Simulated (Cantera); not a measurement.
Feed: 1 mol Cu2O, a varied amount of CH4, 0.52 mol H2, held at 1373 K and 1.30 bar.

These are equilibrium values from Cantera (NASA tables, ideal gas, pure condensed phases), not measurements of a reactor. Candidate condensed phases: C, C6H6, C7H8, C8H18, Cu, CuO, Cu(OH)2, Cu2O, H2O; 113 gas species. Kinetics and transport are ignored.

Q: Which condensed phases are stable at each of these points (n(CH4) (mol)): 0.41, 0.53, 0.66, 0.79, 0.91, 1, 1.2, 1.3, 1.4, 1.5, 1.7, 1.8, 1.9?

A: 
```json
[
 {"n(CH4) (mol)": "0.41", "condensed phases": "Cu(l)", "Cu condensed (%)": "100.0"},
 {"n(CH4) (mol)": "0.53", "condensed phases": "Cu(l)", "Cu condensed (%)": "100.0"},
 {"n(CH4) (mol)": "0.66", "condensed phases": "Cu(l)", "Cu condensed (%)": "100.0"},
 {"n(CH4) (mol)": "0.79", "condensed phases": "Cu(l)", "Cu condensed (%)": "100.0"},
 {"n(CH4) (mol)": "0.91", "condensed phases": "Cu(l)", "Cu condensed (%)": "100.0"},
 {"n(CH4) (mol)": "1", "condensed phases": "Cu(l)", "Cu condensed (%)": "100.0"},
 {"n(CH4) (mol)": "1.2", "condensed phases": "C(graphite) + Cu(l)", "Cu condensed (%)": "100.0"},
 {"n(CH4) (mol)": "1.3", "condensed phases": "C(graphite) + Cu(l)", "Cu condensed (%)": "100.0"},
 {"n(CH4) (mol)": "1.4", "condensed phases": "C(graphite) + Cu(l)", "Cu condensed (%)": "100.0"},
 {"n(CH4) (mol)": "1.5", "condensed phases": "C(graphite) + Cu(l)", "Cu condensed (%)": "100.0"},
 {"n(CH4) (mol)": "1.7", "condensed phases": "C(graphite) + Cu(l)", "Cu condensed (%)": "100.0"},
 {"n(CH4) (mol)": "1.8", "condensed phases": "C(graphite) + Cu(l)", "Cu condensed (%)": "100.0"},
 {"n(CH4) (mol)": "1.9", "condensed phases": "C(graphite) + Cu(l)", "Cu condensed (%)": "100.0"}
]
```

From 0.41 mol CH4 to 1 mol CH4 the condensed part is Cu(l). From 1.2 mol CH4 to 1.9 mol CH4 the condensed part is C(graphite) + Cu(l).
